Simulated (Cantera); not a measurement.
Feed: 1 mol FeS2, 0.81 mol SO3, 6.1 mol CO2, equilibrated at 823.15 K.

Method: chemical equilibrium by Gibbs-energy minimisation in Cantera with the NASA 1993 tables (ideal gas, pure condensed phases). Candidate condensed phases: C, Fe, Fe(CO)5, FeO, FeS, FeSO4, FeS2, Fe2O3, Fe2(SO4)3, Fe3O4, S; 25 gas species. FeS: taken at fixed stoichiometry. Gases not in the tables: S3 to S7. Equilibrium is a limit: real reactors are often held back by kinetics, nucleation or transport.

Q: Which condensed phases are stable at each of these points (P (Pa)): 1000, 4600, 21000, 96000, 440000, 2000000?

A: 
| P (Pa) | condensed phases | Fe condensed (%) |
|---|---|---|
| 1000 | FeS(s) + FeS2(s) | 100.0 |
| 4600 | FeS(s) + FeS2(s) | 100.0 |
| 21000 | FeS2(s) + Fe3O4(s) | 100.0 |
| 96000 | FeS2(s) + Fe3O4(s) | 100.0 |
| 440000 | FeS2(s) + Fe3O4(s) | 100.0 |
| 2000000 | FeS2(s) + Fe3O4(s) | 100.0 |

From 10.0 mbar to 46.0 mbar the condensed part is FeS(s) + FeS2(s). From 0.210 bar to 20.0 bar the condensed part is FeS2(s) + Fe3O4(s).
